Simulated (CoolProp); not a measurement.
Ethanol along the isotherm 251.55 °C: fugacity coefficient from the reference equation and from simpler models built on Tc = 241.6 °C, pc = 6.268 MPa, ω = 0.644; each cubic takes its own stable root.

Values from CoolProp's reference Helmholtz-energy equation of state, Schroeder 2014.

```csv
p (MPa),phase,reference,van der Waals,Redlich-Kwong,Soave-Redlich-Kwong,Peng-Robinson
0.0297,gas,0.9987,0.9987,0.9985,0.9985,0.9983
0.0611,gas,0.9974,0.9972,0.9969,0.9969,0.9966
0.125,gas,0.9946,0.9944,0.9936,0.9937,0.9930
0.257,gas,0.9889,0.9884,0.9868,0.9871,0.9856
0.529,gas,0.9772,0.9761,0.9729,0.9735,0.9705
1.09,gas,0.9531,0.9509,___,0.9458,0.9396
2.23,gas,0.9043,0.8999,___,0.8902,0.8786
4.58,gas,0.8022,0.7940,0.7726,0.7782,___
9.4,supercritical,0.5499,0.5518,0.5271,___,0.5187
```

Problem. Some entries are withheld; supply them.

Solution. 
- 1.09, Redlich-Kwong: 0.9445
- 2.23, Redlich-Kwong: 0.8877
- 4.58, Peng-Robinson: 0.7581
- 9.4, Soave-Redlich-Kwong: 0.5428
